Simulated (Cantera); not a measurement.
NO annealing gas

An isothermal, constant-pressure homogeneous reactor starts with 41.7 % NO, 58.3 % N₂, at 1823 K and 48.0 Torr.

Model: GRI-Mech 3.0 (53 species, 325 reactions), integrated in Cantera.

| t (s) | x NO | x N₂ | x O | x NO₂ | x O₂ | x N₂O |
|---|---|---|---|---|---|---|
| 3.00e-5 | 0.417 | 0.583 | 9.43e-8 | 2.84e-10 | 2.26e-11 | 9.45e-8 |
| 0.000144 | 0.417 | 0.583 | 4.48e-7 | 6.39e-9 | 5.14e-10 | 4.52e-7 |
| 0.000689 | 0.417 | 0.583 | 2.07e-6 | 1.37e-7 | 1.16e-8 | 2.14e-6 |
| 0.00330 | 0.417 | 0.583 | 8.70e-6 | 2.35e-6 | 2.74e-7 | 9.69e-6 |
| 0.0158 | 0.417 | 0.583 | 3.20e-5 | 1.93e-5 | 1.06e-5 | 3.57e-5 |
| 0.0758 | 0.416 | 0.584 | 5.13e-5 | 3.34e-5 | 0.000209 | 6.63e-5 |
| 0.363 | 0.414 | 0.585 | 5.59e-5 | 3.74e-5 | 0.00132 | 6.72e-5 |
| 1.74 | 0.403 | 0.590 | 7.20e-5 | 5.12e-5 | 0.00674 | 6.26e-5 |
| 8.35 | 0.352 | 0.616 | 0.000120 | 8.39e-5 | 0.0323 | 4.54e-5 |
| 40.0 | 0.179 | 0.702 | 0.000211 | 8.07e-5 | 0.119 | 1.07e-5 |
x: mole fraction; the columns are a selection and need not sum to one.

Equilibrium at this temperature and pressure: NO 0.00447, N₂ 0.789, O 0.000272, NO₂ 2.67e-6, O₂ 0.206, N₂O 6.48e-8 (gas phase only).
